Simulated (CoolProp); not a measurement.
Vapour-liquid equilibrium of R134a (1) + n-butane (2) at 322.5 K; x and y are mole fractions of (1).

Model: multi-fluid Helmholtz-energy mixture model, Tillner-Roth 1994 and Bücker 2006; pair parameters Bell 2016, in CoolProp.

| x | bubble pressure, mixture model (bar) | bubble pressure, Raoult's law (bar) | y, mixture model | y, Raoult's law |
|---|---|---|---|---|
| 0.05 | 6.745 | 5.279 | 0.277 | 0.123 |
| 0.2 | 10.19 | 6.492 | 0.540 | 0.399 |
| 0.35 | 11.82 | 7.706 | 0.627 | 0.589 |
| 0.5 | 12.71 | 8.920 | 0.680 | 0.727 |
| 0.65 | 13.30 | 10.13 | 0.734 | 0.832 |
| 0.8 | 13.61 | 11.35 | 0.808 | 0.914 |
| 0.95 | 13.32 | 12.56 | 0.935 | 0.981 |

The largest gap from Raoult's law is +57.0 % in bubble pressure, at x = 0.2. y crosses x between x = 0.8 and 0.95: the model has an azeotrope there.

The pair parameters rest on a limited set of measurements; away from them the model extrapolates. With so large a gap from Raoult's law the liquid may split in two, which this calculation doesn't test in full.
